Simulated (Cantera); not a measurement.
Cantera run:

```python
import numpy as np
import cantera as ct

gas_names = [...]  # 95 gases of nasa_gas.yaml made of C, F, H
cond_names = """
    C(gr) C6H6(L) C7H8(L) C8H18(L),n-octa
""".split()


# ... load() reads the species with a 1 bar reference pressure and builds the phases ...
atoms = {
    'c-C4F8': {'C': 4, 'F': 8},
    'H2': {'H': 2},
}
top_T = {'C(gr)': 4500}  # K; cautious upper limits of use, not melting points


# ... equilibrate(T, P, feed) seeds the gas with the atoms and calls Mixture.equilibrate('TP', solver="vcs", rtol=1e-11, max_steps=5000) ...
results = []
feed = {'c-C4F8': 1, 'H2': 0.72}  # mol
T = 2500  # K
P = 100000  # Pa
mix = equilibrate(T, P, feed)
results.append((T, P, feed, dict(zip(mix.species_names, mix.species_moles))))
print(gas.report(threshold=0.0001))
for i in range(1, mix.n_phases):
    print(f"{mix.phase(i).name:16s} {mix.phase_moles(i):12.5e} mol")
```

Output:

```
       temperature   2500 K
          pressure   1e+05 Pa
           density   0.24175 kg/m^3
  mean mol. weight   50.25 kg/kmol
   phase of matter   gas

                          1 kg             1 kmol
                     ---------------   ---------------
          enthalpy       -6.9094e+06       -3.4719e+08  J
   internal energy        -7.323e+06       -3.6798e+08  J
           entropy            6922.5        3.4785e+05  J/K
    Gibbs function       -2.4216e+07       -1.2168e+09  J
 heat capacity c_p            1290.6             64854  J/K
 heat capacity c_v            1125.2             56540  J/K

                      mass frac. Y      mole frac. X     chem. pot. / RT
                     ---------------   ---------------   ---------------
                CF        0.00079606           0.00129           -25.035
               CF2           0.17661           0.17746           -46.807
               CF3          0.026916            0.0196           -68.579
               CF4           0.61755           0.35261           -90.351
                 F          0.014936          0.039504           -21.772
                HF             0.163            0.4094           -39.395
     [  +89 minor]        0.00020391        0.00013871

C(gr)             2.06165e+00 mol
```

These are equilibrium values from Cantera (NASA tables, ideal gas, pure condensed phases), not measurements of a reactor. The feed counts by its element totals alone. The tables' values for C2F4 are old estimates; treat these amounts as uncertain. Gases not in the tables: C2F6 and larger saturated fluorocarbons.
